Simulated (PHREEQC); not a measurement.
1 kg of water holding 0.0055 mol/kgw K2CO3, 0.14 mol/kgw KHCO3, 0.27 mol/kgw KCl and 0.096 mol/kgw K2SO4 is evaporated at 25 °C; the solids stay in contact with the brine. No CO2 enters from the air. Solids allowed: Arcanite, Kalicinite, Misenite, Sylvite. Others were left out.

The series has 28 steps of water left (kg), from 1 to 0.005.

Model: Pitzer model, pitzer.dat, run in PHREEQC.

Question: Which solids form, in which order, and at which step of the series does each first stand?

Answer: Arcanite from water left = 0.3082 kg (pH 8.24); Kalicinite from water left = 0.06417 kg (pH 8.21); Sylvite from water left = 0.06417 kg (pH 8.21).

Complexes and solids missing from the database can't appear.
